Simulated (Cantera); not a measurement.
Charge: 1 mol CCl4, held at 3300 °C and 0.00250 bar.

Method: chemical equilibrium by Gibbs-energy minimisation in Cantera with the NASA 1993 tables (ideal gas, pure condensed phases). Candidate condensed phases: C; 14 gas species. The tables' values for CCl are old estimates; treat these amounts as uncertain. Equilibrium is a limit: real reactors are often held back by kinetics, nucleation or transport.

Q: What is the equilibrium state?

A: x(Cl): 0.826
x(C): 0.151
x(C2): 0.0137
x(C3): 0.00934
x(CCl): 4.46e-5
x(C4): 9.77e-6
x(C5): 4.36e-6
x(Cl2): 3.57e-6
gas amount: 4.843 mol
log10 activity of C(graphite) (absent): -1.11
